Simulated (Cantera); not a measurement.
**Sublimation and decomposition of ceramics: MgO + C + H2**

Input: 1 mol MgO, 0.02 mol C, 0.94 mol H2, equilibrated at 4.90 mbar.

Method: chemical equilibrium by Gibbs-energy minimisation in Cantera with the NASA 1993 tables (ideal gas, pure condensed phases). Candidate condensed phases: C, C6H6, C7H8, C8H18, H2O, Mg, MgCO3, MgO, Mg(OH)2; 116 gas species. The tables' values for MgH are old estimates; treat these amounts as uncertain. Rates play no part.

| T (K) | x H2 | x Mg | x H2O | x H | x O | x OH | x O2 | x CO | x MgO | n MgO(s) |
|---|---|---|---|---|---|---|---|---|---|---|
| 1673 | 0.957 | 0.0209 | 0.000514 | 0.00159 | 5.53e-11 | 4.11e-8 | <1e-12 | 0.0204 | 1.90e-9 | 0.979 |
| 1773 | 0.949 | 0.0235 | 0.00318 | 0.00396 | 2.68e-9 | 8.21e-7 | 3.98e-12 | 0.0203 | 2.72e-8 | 0.977 |
| 1873 | 0.926 | 0.0327 | 0.0126 | 0.00887 | 6.79e-8 | 9.36e-6 | 4.05e-10 | 0.0200 | 2.92e-7 | 0.967 |
| 1973 | 0.874 | 0.0538 | 0.0341 | 0.0180 | 1.01e-6 | 6.67e-5 | 1.71e-8 | 0.0194 | 2.46e-6 | 0.945 |
| 2073 | 0.783 | 0.0917 | 0.0725 | 0.0333 | 1.07e-5 | 0.000350 | 4.22e-7 | 0.0182 | 1.68e-5 | 0.901 |
| 2173 | 0.646 | 0.149 | 0.130 | 0.0554 | 8.98e-5 | 0.00149 | 7.64e-6 | 0.0165 | 9.61e-5 | 0.825 |
| 2273 | 0.471 | 0.223 | 0.200 | 0.0824 | 0.000652 | 0.00543 | 0.000116 | 0.0141 | 0.000470 | 0.704 |
| 2373 | 0.290 | 0.300 | 0.261 | 0.107 | 0.00428 | 0.0171 | 0.00160 | 0.0113 | 0.00200 | 0.532 |
| 2473 | 0.137 | 0.377 | 0.256 | 0.118 | 0.0252 | 0.0442 | 0.0193 | 0.00778 | 0.00757 | 0.231 |
| 2573 | 0.0986 | 0.389 | 0.171 | 0.154 | 0.0611 | 0.0601 | 0.0433 | 0.00635 | 0.0102 | 0 |
| 2673 | 0.0947 | 0.356 | 0.105 | 0.225 | 0.0950 | 0.0624 | 0.0427 | 0.00629 | 0.00824 | 0 |
x: gas mole fraction; n: condensed amount in mol.

From 1673 K to 2473 K the condensed part is MgO(s). From 2573 K to 2673 K nothing is condensed. The main Mg-bearing gas is Mg throughout.
